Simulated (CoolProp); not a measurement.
Vapour-liquid equilibrium of propane (1) + R134a (2) at 258.9 K; x and y are mole fractions of (1).

Computed with CoolProp (multi-fluid Helmholtz-energy mixture model, Lemmon 2009 and Tillner-Roth 1994; pair parameters Bell 2016).

Q: Give the bubble pressure and the first vapour's composition at x = 0.55, 0.65, 0.95. Is there an azeotrope?

A: x = 0.55: 369.8 kPa, y = 0.636; x = 0.65: 371.3 kPa, y = 0.656; x = 0.95: 328.3 kPa, y = 0.877. y crosses x between x = 0.65 and 0.75: the model has an azeotrope there.

The pair parameters rest on a limited set of measurements; away from them the model extrapolates. With so large a gap from Raoult's law the liquid may split in two, which this calculation doesn't test in full.
